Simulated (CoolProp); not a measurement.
Vapour-liquid equilibrium of R22 (1) + R11 (2) at 23.3 kPa; x and y are mole fractions of (1).

Computed with CoolProp (multi-fluid Helmholtz-energy mixture model, Kamei 1995 and Jacobsen 1992; pair parameters Bell 2016).

```
x      bubble temperature, mixture model (K)  bubble temperature, Raoult's law (K)  y, mixture model  y, Raoult's law
-----  -------------------------------------  ------------------------------------  ----------------  ---------------
0.05                                   243.2                                 249.8             0.621            0.462
0.125                                  230.3                                 238.8             0.837            0.730
0.2                                    223.7                                 231.6             0.902            0.841
0.275                                  219.6                                 226.4             0.931            0.897
0.35                                   216.8                                 222.4             0.947            0.930
0.425                                  214.7                                 219.1                 …            0.951
0.5                                    213.0                                 216.4             0.966            0.965
0.575                                  211.6                                 214.1             0.972            0.975
0.65                                   210.4                                 212.1                 …            0.982
0.725                                      …                                 210.3                 …            0.988
0.8                                    208.1                                 208.7                 …            0.992
0.875                                  207.0                                 207.3             0.992            0.996
0.95                                   205.9                                 206.0                 …            0.998
```

**Question.** What belongs in the gaps?

**Answer.** 
- 0.425, y, mixture model: 0.958
- 0.65, y, mixture model: 0.978
- 0.725, bubble temperature, mixture model (K): 209.2
- 0.725, y, mixture model: 0.983
- 0.8, y, mixture model: 0.987
- 0.95, y, mixture model: 0.997

The largest gap from Raoult's law is -8.5 K in bubble temperature, at x = 0.125. No azeotrope shows between x = 0.05 and 0.95.

The pair parameters rest on a limited set of measurements; away from them the model extrapolates.
